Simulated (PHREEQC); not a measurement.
Consider water at 25 °C with 0.18 mol HBr, 0.08 mol ZnSO4 and 0.026 mol KCl per kg of water. Closed to the air; pH follows from the charge balance.

The numbers come from PHREEQC with the ion-association model, wateq4f.dat.

Each row changes one thing in this solution. This is a speciation only: nothing precipitates in the calculation.

```csv
case,pH,ionic strength (mol/kgw),Zn+2 (mol/kgw),HSO4- (mol/kgw),SO4-2 (mol/kgw),ZnSO4 (mol/kgw),SI of Goslarite (ZnSO4:7H2O),SI of Zincite(c) (ZnO)
as made,0.99,0.366,0.0638,0.0491,0.0147,0.0129,-2.29,-10.91
KCl from 0.026 to 0.0286 mol/kgw,0.99,0.368,0.0637,0.0491,0.0147,0.0128,-2.29,-10.92
KCl replaced by KHSO4 at the same molality,0.97,0.371,0.0614,0.0666,0.0188,0.0157,-2.20,-10.99
ZnSO4 from 0.08 to 0.088 mol/kgw,1.01,0.380,0.0691,0.0525,0.0164,0.0150,-2.22,-10.86
KCl from 0.026 to 0.26 mol/kgw,1.00,0.592,0.0589,0.0474,0.0165,0.00908,-2.44,-11.01
```

Complexes and solids missing from the database can't appear.
